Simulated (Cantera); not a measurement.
# Ignition delay

Mixture: CO : H2 : CH4 : O2 : N2 = 1 : 1.2 : 0.049 : 2.72 : 15.8 (molar parts), equivalence ratio 0.44, at 1.01 bar, adiabatic and at constant volume. Ignition delay is the time to a rise of 400 K.

Model: GRI-Mech 3.0 (53 species, 325 reactions), integrated in Cantera. Below about 1000 K GRI-Mech 3.0 lacks low-temperature oxidation paths. Below about 950 K walls govern HO2 and H2O2 in real vessels. Where the delays flatten at high temperature, the 400 K rule measures the pace of heat release, not the induction time.

```csv
T0 (K),delay (ms)
923,26.5
998,0.622
1073,0.226
1148,0.132
1223,0.0938
1298,0.0748
1373,0.0650
1448,0.0604
```
